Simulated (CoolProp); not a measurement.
A single-stage vapour-compression cycle with R1336mzz(E): evaporating at 275.15 K (dew point), condensing at 310.15 K (bubble point), superheat 5 K, subcooling 5 K, compressor efficiency 0.7, no pressure losses. Each further row changes one setting.

The numbers come from the reference Helmholtz-energy equation of state, Akasaka 2023 in CoolProp.

| case | cooling COP | pressure ratio | discharge temperature (K) | refrigerating effect (kJ/kg) | volumetric capacity (kJ/m³) |
|---|---|---|---|---|---|
| as stated | 4.82 | 3.64 | 315.9 | 123 | 718 |
| evaporating temperature 280.15 K | 5.88 | 2.96 | 315.5 | 127 | 900 |
| condensing temperature 305.15 K | 5.80 | 3.10 | 311.2 | 130 | 754 |
| subcooling 10 K | 5.07 | 3.64 | 315.9 | 130 | 754 |
| superheat 15 K | 4.93 | 3.64 | 326.4 | 132 | 735 |
| compressor efficiency 0.6 | 4.14 | 3.64 | 320.7 | 123 | 718 |
